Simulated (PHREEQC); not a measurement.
Make-up at 25 °C: 0.18 mol/kgw ZnCl2, 0.00014 mol/kgw KCl and 0.0013 mol/kgw H2SO4. Closed to the air; pH follows from the charge balance.

All values are PHREEQC results (ion-association model, wateq4f.dat), not measurements.

| Item | Result |
|---|---|
| pH | 2.71 |
| ionic strength | 0.463 mol/kgw |
| activity of water | 0.992 |
| total alkalinity | -2.60 meq/kg |

| species | molality | activity | log γ |
|---|---|---|---|
| Cl- | 0.315 | 0.205 | -0.188 |
| Zn+2 | 0.143 | 0.0365 | -0.593 |
| ZnCl+ | 0.0306 | 0.0201 | -0.183 |
| ZnCl2 | 0.00387 | 0.00431 | 0.046 |
| H+ | 0.00257 | 0.00197 | -0.115 |
| ZnCl3- | 0.00151 | 0.000989 | -0.183 |
| ZnSO4 | 0.000784 | 0.000872 | 0.046 |
| SO4-2 | 0.000482 | 0.000102 | -0.674 |
| ZnCl4-2 | 0.000459 | 0.000102 | -0.655 |

Precipitation was switched off in this run.
